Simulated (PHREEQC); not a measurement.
Dissolve 2.6 mmol/kgw NiSO4, 150 mmol/kgw CuCl2 and 0.1 mmol/kgw NaH2PO4 at 20 °C. Closed to the air; pH follows from the charge balance.

All values are PHREEQC results (ion-association model, wateq4f.dat), not measurements.

### Question
The ionic strength comes out as 0.411 mol/kgw. What activity coefficients do NiCl+, Cl-, Cu2(OH)2+2, CuCl3-, HSO4- get?

### Answer
NiCl+ 0.73, Cl- 0.66, Cu2(OH)2+2 0.29, CuCl3- 0.67, HSO4- 0.68.

No solid was allowed to form. Examples of supersaturated solids here: Atacamite, Antlerite. Others may be too. H3PO4, which wateq4f.dat lacks, is added to it with the constant of phreeqc.dat. The database has no phosphate complexes of Cu, Ni.
